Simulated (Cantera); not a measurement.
## Si + Cl2 + H2 (silicon etching in halogen gases)

Charge: 1 mol Si, 0.51 mol Cl2, 6.4 mol H2, held at 73.5 Torr.

Method: chemical equilibrium by Gibbs-energy minimisation in Cantera with the NASA 1993 tables (ideal gas, pure condensed phases). Candidate condensed phases: Si; 19 gas species. The tables' values for SiCl3 are old estimates; treat these amounts as uncertain. Rates play no part.

From 550 K to 1050 K the condensed part is Si(s). The main Si-bearing gas is SiCl4 throughout. The share of Si in condensed phases is highest at 1050 K (75.7 %) and lowest at 550 K (71.9 %).

| T (K) | x H2 | x SiCl4 | x HCl | x SiHCl3 | x SiCl3 | n Si(s) |
|---|---|---|---|---|---|---|
| 550 | 0.958 | 0.0272 | 1.34e-5 | 0.0148 | 2.16e-8 | 0.719 |
| 600 | 0.958 | 0.0274 | 4.99e-5 | 0.0145 | 1.50e-7 | 0.720 |
| 650 | 0.958 | 0.0276 | 0.000152 | 0.0141 | 7.68e-7 | 0.720 |
| 700 | 0.958 | 0.0278 | 0.000393 | 0.0138 | 3.11e-6 | 0.721 |
| 750 | 0.957 | 0.0278 | 0.000892 | 0.0135 | 1.04e-5 | 0.722 |
| 800 | 0.957 | 0.0278 | 0.00182 | 0.0132 | 2.98e-5 | 0.724 |
| 850 | 0.956 | 0.0276 | 0.00341 | 0.0128 | 7.51e-5 | 0.727 |
| 900 | 0.954 | 0.0272 | 0.00593 | 0.0124 | 0.000169 | 0.732 |
| 950 | 0.951 | 0.0264 | 0.00967 | 0.0119 | 0.000345 | 0.738 |
| 1000 | 0.947 | 0.0252 | 0.0149 | 0.0113 | 0.000643 | 0.747 |
| 1050 | 0.942 | 0.0233 | 0.0218 | 0.0104 | 0.00110 | 0.757 |
x: gas mole fraction; n: condensed amount in mol.
